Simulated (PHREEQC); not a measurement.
PHREEQC input (ion-association model, phreeqc.dat):

```
SOLUTION 0
  temp 40
  units mmol/kgw
  pH 7 charge
  S(6) 28
  Na 56
  Cl 76.01
  Li 76
  O(0) 1 O2(g) -0.68
SOLUTION 1-30
  temp 40
  units mmol/kgw
  pH 7 charge
  S(6) 1.1
  Zn 1.1
  Cl 3.21
  Mg 1.6
  O(0) 1 O2(g) -0.68
END
EXCHANGE 1-30
  X 0.057
  -equilibrate 1
END
SELECTED_OUTPUT 1
  -reset false
  -pH true
  -pe true
  -ionic_strength true
  -water true
  -step true
  -totals Cl Li Mg Na S Zn S(-2) S(6)
  -molalities MgX2 NaX LiX ZnX2
  -saturation_indices Halite Zn(OH)2(e)
PRINT
  -reset false
TRANSPORT
  -cells 30
  -shifts 90
  -lengths 0.00333333
  -time_step 3600
  -dispersivities 0.0035
  -boundary_conditions flux flux
  -correct_disp true
  -punch_cells 30
  -punch_frequency 3
END
```

Selected output (columns that matter, 13 of 31 rows; pore volumes added in front):

```
pore volumes	pH	mu	Cl	Li	Mg	Na	S	Zn	m_MgX2	m_NaX	m_LiX	m_ZnX2	si_Halite	si_Zn(OH)2(e)
0	5.0572	0.0080494	0.00321	0	0.0016	0	0.0011	0.0011	0.014539	0	0	0.013961	-1000	-4.5542
0.2167	5.0572	0.0080494	0.00321	1.2267e-18	0.0016	2.164e-19	0.0011	0.0011	0.014539	1.0894e-19	5.2804e-19	0.013961	-22.826	-4.5542
0.5167	5.0629	0.0097769	0.0039429	4.5316e-05	0.001959	2.0675e-05	0.0013708	0.0013452	0.014531	9.4688e-06	1.7748e-05	0.013955	-8.7646	-4.4756
0.8167	5.1424	0.04824	0.023224	0.0081231	0.0079651	0.00505	0.0084954	0.0055509	0.013676	0.0012039	0.0016588	0.013392	-5.697	-3.9354
1.0167	5.2048	0.088408	0.045337	0.024971	0.010744	0.016567	0.016666	0.0078161	0.012215	0.0033578	0.0043417	0.012435	-4.9366	-3.7897
1.2167	5.2562	0.11801	0.061619	0.042124	0.010178	0.028916	0.022682	0.0077882	0.010638	0.0057785	0.0072295	0.011358	-4.5851	-3.7617
1.5167	5.3096	0.13899	0.072458	0.05826	0.0072514	0.04112	0.026687	0.0059697	0.0086338	0.0089767	0.010934	0.009911	-4.3754	-3.8205
1.8167	5.3409	0.14554	0.075288	0.065491	0.004873	0.046918	0.027733	0.0042953	0.0071176	0.011475	0.013777	0.0087563	-4.3052	-3.9197
2.0167	5.3543	0.14714	0.075777	0.067969	0.0038082	0.048997	0.027914	0.0035065	0.0063145	0.012826	0.015305	0.00812	-4.2845	-3.9874
2.2167	5.3639	0.14797	0.075938	0.069571	0.0030415	0.050375	0.027973	0.0029222	0.0056356	0.013983	0.016614	0.0075659	-4.272	-4.0512
2.5167	5.3741	0.14868	0.075998	0.071131	0.0022521	0.051738	0.027996	0.0023028	0.0047936	0.015441	0.018266	0.006853	-4.2604	-4.1381
2.8167	5.3812	0.14912	0.076008	0.072154	0.001726	0.052639	0.027999	0.001876	0.0041091	0.016649	0.019639	0.0062467	-4.2531	-4.2154
3.0167	5.3848	0.14934	0.076009	0.072662	0.0014665	0.053086	0.028	0.0016594	0.0037195	0.017349	0.020436	0.005888	-4.2495	-4.2627
```

At this temperature some constants are extrapolated from 25 °C, and those without enthalpy data are left unchanged.
